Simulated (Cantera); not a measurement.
An isothermal, constant-pressure homogeneous reactor starts with 4.67 % CH₄, 95.3 % H₂, 0.0200 % N₂, at 1850 K and 26000 Pa.

Model: GRI-Mech 3.0 (53 species, 325 reactions), integrated in Cantera. GRI-Mech 3.0 stops at C3 and has no aromatics, soot or wall deposition, so with more carbon than oxygen in the feed, carbon stays in small species such as C2H2 where larger ones or solid carbon would form.

One state of this run: x CH₄ = 0.00755; x H₂ = 0.972; x HCN = 5.41e-10; x C₂H₂ = 0.0185; x C₂H₄ = 8.32e-5; x C₂H = 2.11e-7. x: mole fraction; the columns are a selection and need not sum to one.

### Question
Which value of t (s) does it belong to?
A) 0.000110
B) 0.0996
C) 4.69e-5
D) 0.000257

### Answer
B, 0.0996
